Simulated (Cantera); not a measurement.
An isothermal, constant-pressure homogeneous reactor starts with CH4 : H2O = 1 : 6.9 (molar parts), at 1675 K and 10.0 bar.

Computed with Cantera and GRI-Mech 3.0 (53 species, 325 reactions).

x: mole fraction; the columns are a selection and need not sum to one.

```csv
t (s),x CH4,x H2O,x OH,x H,x H2,x CH2CO
0.000300,0.117,0.868,…,1.94e-6,0.00975,1.68e-6
0.000773,0.104,0.858,…,3.85e-6,0.0273,1.32e-5
0.00199,0.0843,0.837,…,6.74e-6,0.0581,3.28e-5
0.00514,0.0601,0.808,…,1.02e-5,0.0989,4.46e-5
0.0132,0.0396,0.767,…,1.37e-5,0.146,4.21e-5
0.0341,0.0294,0.713,…,1.65e-5,0.197,2.60e-5
0.0879,0.0237,0.653,…,1.84e-5,0.249,9.89e-6
0.227,0.0145,0.604,…,1.99e-5,0.294,2.20e-6
0.584,0.00494,0.574,1.78e-6,2.08e-5,0.324,2.25e-7
1.51,0.000504,0.563,1.72e-6,2.12e-5,0.336,7.57e-9
3.88,2.15e-6,0.562,1.73e-6,2.15e-5,0.337,2.63e-11
10.0,2.82e-7,0.562,1.73e-6,2.15e-5,0.337,3.70e-12
```

Some entries are withheld; supply them.


- 0.000300, x OH: 5.53e-6
- 0.000773, x OH: 5.05e-6
- 0.00199, x OH: 4.47e-6
- 0.00514, x OH: 3.95e-6
- 0.0132, x OH: 3.45e-6
- 0.0341, x OH: 2.87e-6
- 0.0879, x OH: 2.33e-6
- 0.227, x OH: 1.97e-6
